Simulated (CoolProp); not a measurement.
Properties of water at several states (Tc = 373.9 °C, pc = 22.06 MPa, ω = 0.344).

Values from CoolProp's reference Helmholtz-energy equation of state, Wagner 2002.

```json
[
 {"T (°C)": "707.85", "p (MPa)": "100", "phase": "supercritical", "density (kg/m³)": "(withheld)", "cv (kJ/(kg K))": "(withheld)", "speed of sound (m/s)": "785.5", "Joule-Thomson coefficient (K/MPa)": "1.103", "expansivity (1/kK)": "2.301", "fugacity coefficient": "(withheld)"},
 {"T (°C)": "612.05", "p (MPa)": "47.5", "phase": "supercritical", "density (kg/m³)": "148.3", "cv (kJ/(kg K))": "2.210", "speed of sound (m/s)": "668.1", "Joule-Thomson coefficient (K/MPa)": "2.405", "expansivity (1/kK)": "2.677", "fugacity coefficient": "0.8056"},
 {"T (°C)": "713.75", "p (MPa)": "63.3", "phase": "supercritical", "density (kg/m³)": "165.0", "cv (kJ/(kg K))": "2.176", "speed of sound (m/s)": "738.4", "Joule-Thomson coefficient (K/MPa)": "1.673", "expansivity (1/kK)": "1.993", "fugacity coefficient": "0.8436"},
 {"T (°C)": "640.95", "p (MPa)": "0.402", "phase": "gas", "density (kg/m³)": "0.9544", "cv (kJ/(kg K))": "1.771", "speed of sound (m/s)": "728.9", "Joule-Thomson coefficient (K/MPa)": "3.086", "expansivity (1/kK)": "1.101", "fugacity coefficient": "0.9985"},
 {"T (°C)": "74.55", "p (MPa)": "45.4", "phase": "liquid", "density (kg/m³)": "994.2", "cv (kJ/(kg K))": "3.818", "speed of sound (m/s)": "1639", "Joule-Thomson coefficient (K/MPa)": "-0.1961", "expansivity (1/kK)": "0.5745", "fugacity coefficient": "0.001103"}
]
```

**Question.** What belongs in the gaps?

**Answer.** 
- 707.85, density (kg/m³): 276.9
- 707.85, cv (kJ/(kg K)): 2.316
- 707.85, fugacity coefficient: 0.7710
